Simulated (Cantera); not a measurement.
Feed: 1 mol TEOS, 8.2 mol N2O, 2.8 mol H2, held at 1300 K and 10.0 Torr.

Equilibrium computed with Cantera from the NASA thermochemical tables; the gas is ideal and each condensed phase is pure. The feed counts by its element totals alone. The tables hold silica as quartz up to 1696 K and as liquid above; real silica turns to tridymite and cristobalite and melts near 1996 K. Rates play no part.

| species | before | after |
|---|---|---|
| H2 | 0.386 | 0.460 |
| CO | 0.255 | 0.290 |
| N2 | 0.283 | 0.235 |
| H2O | 0.0552 | 0.0108 |
| CO2 | 0.0207 | 0.00388 |
| SiO2(β-quartz), mol | 1.00 | 1.00 |
Gas species are given as mole fractions.

Name the change that produced these shifts.
A. temperature from 1300 K to 1725 K
B. temperature from 1300 K to 648 K
C. temperature from 1300 K to 698 K
D. N2O from 8.2 to 6.4 mol

D, N2O from 8.2 to 6.4 mol
